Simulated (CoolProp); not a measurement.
Dodecamethylcyclohexasiloxane (D6) along the isobar 12.5 bar: fugacity coefficient from the reference equation and from simpler models built on Tc = 645.8 K, pc = 9.614 bar, ω = 0.736; each cubic takes its own stable root.

Computed with CoolProp (reference Helmholtz-energy equation of state, Colonna 2008). It is a short technical equation, of lower accuracy than the large ones.

| T (K) | phase | reference |
|---|---|---|
| 525.6 | liquid | 0.1013 |
| 533.5 | liquid | 0.1177 |
| 541.4 | liquid | 0.1357 |
| 549.2 | liquid | 0.1552 |
| 557.1 | liquid | 0.1767 |
| 565 | liquid | 0.1998 |
| 572.8 | liquid | 0.2243 |
| 580.7 | liquid | 0.2507 |
| 588.5 | liquid | 0.2783 |
| 596.4 | liquid | 0.3077 |
| 604.3 | liquid | 0.3384 |
| 612.1 | liquid | 0.3698 |
| 620 | liquid | 0.4025 |

How far does each simpler model (van der Waals, Redlich-Kwong, Soave-Redlich-Kwong, Peng-Robinson) lie from the reference over these 13 states: mean and median of the absolute difference, and the worst?


- van der Waals: mean 98.3 %, median 85.5 %, worst +209.1 % at 525.6 K and 12.5 bar
- Redlich-Kwong: mean 54.3 %, median 49.0 %, worst +108.4 % at 525.6 K and 12.5 bar
- Soave-Redlich-Kwong: mean 6.5 %, median 6.6 %, worst +7.4 % at 620 K and 12.5 bar
- Peng-Robinson: mean 3.0 %, median 3.0 %, worst +3.1 % at 612.1 K and 12.5 bar
